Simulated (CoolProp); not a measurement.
Vapour-liquid equilibrium of ethylbenzene (1) + m-xylene (2) at 0.212 bar; x and y are mole fractions of (1).

Model: multi-fluid Helmholtz-energy mixture model, Zhou 2012 and Zhou 2012; pair parameters Bell 2016, in CoolProp.

**Question.** Give the bubble temperature and the first vapour's composition at x = 0.35, 0.425, 0.65. Is there an azeotrope?

**Answer.** x = 0.35: 361.0 K, y = 0.375; x = 0.425: 360.8 K, y = 0.451; x = 0.65: 360.2 K, y = 0.671. No azeotrope shows between x = 0.05 and 0.95.

The pair parameters rest on a limited set of measurements; away from them the model extrapolates.
